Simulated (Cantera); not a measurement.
# Dilute partial oxidation

An isothermal, constant-pressure homogeneous reactor starts with 2.60 % C₂H₄, 0.347 % O₂, 96.3 % N₂, 0.780 % CH₄, equivalence ratio 27, at 1350 K and 7500 Torr.

Model: GRI-Mech 3.0 (53 species, 325 reactions), integrated in Cantera. GRI-Mech 3.0 was tuned for natural gas; its chemistry of ethylene as a main component is partial and can be far from experiment. GRI-Mech 3.0 stops at C3 and has no aromatics, soot or wall deposition, so with more carbon than oxygen in the feed, carbon stays in small species such as C2H2 where larger ones or solid carbon would form.

```
t (s)      x C₂H₄      x O₂    x CH₃      x NO     x CH₂
--------  -------  --------  -------  --------  --------
0.000200   0.0227   0.00175  5.94e-5  5.54e-10   1.19e-7
0.000591   0.0201  0.000641  2.54e-5  7.08e-10   5.93e-8
0.00175    0.0180  0.000186  1.22e-5  5.02e-10   3.21e-8
0.00516    0.0154   3.07e-5  6.73e-6  2.85e-10   1.41e-8
0.0152     0.0119   2.13e-6  3.43e-6  1.83e-10   2.82e-9
0.0451    0.00836   5.40e-8  1.84e-6  1.58e-10  1.19e-10
0.133     0.00570  5.92e-11  1.51e-6  1.18e-10  1.10e-11
0.393     0.00499    <1e-12  1.46e-6  4.49e-11  1.00e-11
1.16      0.00468    <1e-12  1.47e-6  3.46e-12  9.46e-12
3.44      0.00422    <1e-12  1.51e-6    <1e-12  8.79e-12
10.2      0.00387    <1e-12  1.54e-6    <1e-12  8.31e-12
30.0      0.00381    <1e-12  1.55e-6    <1e-12  7.90e-12
```
x: mole fraction; the columns are a selection and need not sum to one.

Equilibrium at this temperature and pressure: C₂H₄ 0.00151, O₂ <1e-12, CH₃ 1.15e-6, NO <1e-12, CH₂ 3.92e-12 (gas phase only).
